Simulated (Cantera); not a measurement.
**Premixed flame**

A freely propagating, adiabatic, planar premixed flame of CH4 : C2H6 : C3H8 : O2 : N2 = 1 : 0.37 : 0.05 : 2.73 : 10.3 (molar parts), equivalence ratio 1.3, unburnt at 350 K and 30000 Pa; mixture-averaged transport, grid criteria slope 0.08 and curve 0.16, no radiation.

Detailed kinetics in Cantera: GRI-Mech 3.0 (53 species, 325 reactions). Burning velocities carry a grid error of a few per cent, more on coarse grids.

```csv
z (mm),T (K),u (m/s),x CH4,x C2H6,x C3H8,x C2H,x C2H2,x C2H4
-3.60,350,0.532,0.0691,0.0256,0.00346,<1e-8,<1e-8,5.38e-8
-2.40,352,0.537,0.0687,0.0255,0.00344,<1e-8,2.27e-7,1.62e-6
-1.80,362,0.554,0.0680,0.0253,0.00343,<1e-8,1.87e-6,1.40e-5
-1.20,454,0.705,0.0641,0.0245,0.00335,<1e-8,3.22e-5,0.000251
-0.600,965,1.55,0.0450,0.0169,0.00236,<1e-8,0.000409,0.00262
-0.300,1391,2.27,0.0263,0.00667,0.000724,3.72e-8,0.00100,0.00403
0,1748,2.90,0.00786,0.000404,1.35e-5,1.26e-6,0.00154,0.00167
0.300,1908,3.17,0.000983,2.69e-6,<1e-8,1.78e-6,0.000620,0.000128
0.600,1950,3.23,7.55e-5,1.11e-8,<1e-8,4.25e-7,9.95e-5,3.42e-6
1.20,1969,3.25,4.94e-7,<1e-8,<1e-8,<1e-8,1.92e-6,<1e-8
2.40,1984,3.27,<1e-8,<1e-8,<1e-8,<1e-8,<1e-8,<1e-8
4.80,2003,3.29,<1e-8,<1e-8,<1e-8,<1e-8,<1e-8,<1e-8
9.61,2028,3.33,<1e-8,<1e-8,<1e-8,<1e-8,<1e-8,<1e-8
```
x: mole fraction of selected species; z is measured from the peak of heat release.

```
Item                          Value
------------------------  ---------
laminar burning velocity  53.1 cm/s
thermal thickness           1.20 mm
peak x(C2H)                 2.12e-6
peak x(C2H2)                0.00156
peak x(C2H4)                0.00404
grid points                     163
```
